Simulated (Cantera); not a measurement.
**Equilibrium for abatement and gas-phase synthesis: CO2 + H2O + H2**

Feed: 1 mol CO2, 0.035 mol H2O, a varied amount of H2, at 1775 K and 0.00140 bar.

Method: chemical equilibrium by Gibbs-energy minimisation in Cantera with the NASA 1993 tables (ideal gas, pure condensed phases). Candidate condensed phases: C, C6H6, C7H8, C8H18, H2O; 110 gas species. Rates play no part.

From 1.3 mol H2 to 17 mol H2 nothing is condensed. The main C-bearing gas is CO throughout.

```json
[
 {"n(H2) (mol)": "1.3", "x H2": "0.241", "x H2O": "0.328", "x CO": "0.313", "x CO2": "0.114"},
 {"n(H2) (mol)": "2", "x H2": "0.381", "x H2O": "0.285", "x CO": "0.274", "x CO2": "0.0550"},
 {"n(H2) (mol)": "3", "x H2": "0.518", "x H2O": "0.229", "x CO": "0.221", "x CO2": "0.0263"},
 {"n(H2) (mol)": "4.7", "x H2": "0.651", "x H2O": "0.168", "x CO": "0.163", "x CO2": "0.0113"},
 {"n(H2) (mol)": "7.2", "x H2": "0.752", "x H2O": "0.120", "x CO": "0.116", "x CO2": "0.00499"},
 {"n(H2) (mol)": "11", "x H2": "0.827", "x H2O": "0.0835", "x CO": "0.0806", "x CO2": "0.00219"},
 {"n(H2) (mol)": "17", "x H2": "0.881", "x H2O": "0.0562", "x CO": "0.0543", "x CO2": "0.000931"}
]
```
x: gas mole fraction; nothing condenses.
